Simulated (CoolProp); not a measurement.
Saturated liquid density (kg/m³) of n-nonane: the reference equation beside estimates from Tc = 594.5 K, pc = 2282 kPa, ω = 0.443.

Computed with CoolProp (reference Helmholtz-energy equation of state, Lemmon 2006). It is a short technical equation, of lower accuracy than the large ones.

```json
[
 {"T (K)": "425.2", "reference": "607.8", "van der Waals": "333.4", "Soave-Redlich-Kwong": "517.6", "Peng-Robinson": "585.7"},
 {"T (K)": "435.5", "reference": "598.1", "van der Waals": "328.0", "Soave-Redlich-Kwong": "508.5", "Peng-Robinson": "575.8"},
 {"T (K)": "445.7", "reference": "588.3", "van der Waals": "322.6", "Soave-Redlich-Kwong": "499.0", "Peng-Robinson": "565.3"},
 {"T (K)": "456", "reference": "578.1", "van der Waals": "316.8", "Soave-Redlich-Kwong": "488.9", "Peng-Robinson": "554.2"},
 {"T (K)": "466.3", "reference": "567.5", "van der Waals": "310.8", "Soave-Redlich-Kwong": "478.2", "Peng-Robinson": "542.3"},
 {"T (K)": "476.6", "reference": "556.5", "van der Waals": "304.5", "Soave-Redlich-Kwong": "466.8", "Peng-Robinson": "529.5"},
 {"T (K)": "486.9", "reference": "545.0", "van der Waals": "298.0", "Soave-Redlich-Kwong": "454.7", "Peng-Robinson": "515.9"},
 {"T (K)": "497.2", "reference": "532.9", "van der Waals": "291.1", "Soave-Redlich-Kwong": "441.7", "Peng-Robinson": "501.3"},
 {"T (K)": "507.5", "reference": "520.1", "van der Waals": "283.8", "Soave-Redlich-Kwong": "427.7", "Peng-Robinson": "485.5"},
 {"T (K)": "517.7", "reference": "506.7", "van der Waals": "276.1", "Soave-Redlich-Kwong": "412.9", "Peng-Robinson": "468.5"},
 {"T (K)": "528", "reference": "492.0", "van der Waals": "267.8", "Soave-Redlich-Kwong": "396.5", "Peng-Robinson": "449.7"},
 {"T (K)": "538.3", "reference": "476.0", "van der Waals": "258.8", "Soave-Redlich-Kwong": "378.7", "Peng-Robinson": "429.1"},
 {"T (K)": "548.6", "reference": "458.2", "van der Waals": "248.9", "Soave-Redlich-Kwong": "358.8", "Peng-Robinson": "406.0"}
]
```

Absolute difference from the reference over all 13 rows, mean and median: van der Waals 45.4 and 45.3 %, Soave-Redlich-Kwong 17.2 and 16.6 %, Peng-Robinson 6.2 and 5.3 %.
